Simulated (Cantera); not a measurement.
Stirred combustor or abatement burner

A perfectly stirred reactor is fed with 27.0 % H2, 15.3 % O2, 57.7 % N2, equivalence ratio 0.88, at 0.987 atm; it is adiabatic with a 750 K inlet, and is followed from long to short residence time, starting on the burning branch (τ in s: 0.027, 0.016, 0.0091, 0.0053, 0.003, 0.0018, 0.001, 0.0006, 0.00035, 0.0002, 0.00012, 6.7e-05).

Computed with Cantera and the H2/O2 subset of GRI-Mech 3.0, which has no nitrogen chemistry.

```json
[
 {"τ (s)": "0.027", "T (K)": "2519", "x H2": "0.0133", "x O2": "0.0232", "x OH": "0.0156", "x HO2": "4.91e-6", "x H2O2": "3.15e-7", "x H2O": "0.284"},
 {"τ (s)": "0.016", "T (K)": "2514", "x H2": "0.0137", "x O2": "0.0233", "x OH": "0.0157", "x HO2": "4.91e-6", "x H2O2": "3.10e-7", "x H2O": "0.284"},
 {"τ (s)": "0.0091", "T (K)": "2504", "x H2": "0.0144", "x O2": "0.0236", "x OH": "0.0161", "x HO2": "4.91e-6", "x H2O2": "3.02e-7", "x H2O": "0.282"},
 {"τ (s)": "0.0053", "T (K)": "2489", "x H2": "0.0155", "x O2": "0.0240", "x OH": "0.0166", "x HO2": "4.94e-6", "x H2O2": "2.92e-7", "x H2O": "0.280"},
 {"τ (s)": "0.0030", "T (K)": "2462", "x H2": "0.0174", "x O2": "0.0247", "x OH": "0.0174", "x HO2": "5.03e-6", "x H2O2": "2.79e-7", "x H2O": "0.277"},
 {"τ (s)": "0.0018", "T (K)": "2425", "x H2": "0.0199", "x O2": "0.0256", "x OH": "0.0184", "x HO2": "5.26e-6", "x H2O2": "2.72e-7", "x H2O": "0.272"},
 {"τ (s)": "0.0010", "T (K)": "2363", "x H2": "0.0236", "x O2": "0.0272", "x OH": "0.0196", "x HO2": "5.92e-6", "x H2O2": "2.78e-7", "x H2O": "0.265"},
 {"τ (s)": "0.00060", "T (K)": "2293", "x H2": "0.0274", "x O2": "0.0289", "x OH": "0.0205", "x HO2": "7.02e-6", "x H2O2": "3.04e-7", "x H2O": "0.257"},
 {"τ (s)": "0.00035", "T (K)": "2205", "x H2": "0.0315", "x O2": "0.0311", "x OH": "0.0210", "x HO2": "8.88e-6", "x H2O2": "3.60e-7", "x H2O": "0.248"},
 {"τ (s)": "0.00020", "T (K)": "2102", "x H2": "0.0355", "x O2": "0.0336", "x OH": "0.0209", "x HO2": "1.16e-5", "x H2O2": "4.64e-7", "x H2O": "0.238"},
 {"τ (s)": "0.00012", "T (K)": "1999", "x H2": "0.0389", "x O2": "0.0362", "x OH": "0.0200", "x HO2": "1.49e-5", "x H2O2": "6.28e-7", "x H2O": "0.229"},
 {"τ (s)": "6.7e-5", "T (K)": "1875", "x H2": "0.0424", "x O2": "0.0396", "x OH": "0.0184", "x HO2": "1.95e-5", "x H2O2": "9.60e-7", "x H2O": "0.219"}
]
```
x: mole fraction; the columns are a selection and need not sum to one.
